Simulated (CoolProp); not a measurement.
Vapour-liquid equilibrium of ethylene (1) + propylene (2) at 236.9 K; x and y are mole fractions of (1).

Model: multi-fluid Helmholtz-energy mixture model, Smukala 2000 and Lemmon 2013; pair parameters Bell 2016, in CoolProp.

Q: Give the bubble pressure and the first vapour's composition at x = 0.55, 0.75, 0.85. Is there an azeotrope?

A: x = 0.55: 932.0 kPa, y = 0.896; x = 0.75: 1219 kPa, y = 0.949; x = 0.85: 1371 kPa, y = 0.970. No azeotrope shows between x = 0.05 and 0.95.

Pair parameters are fitted to limited data, so mixtures are less certain than the pure fluids.
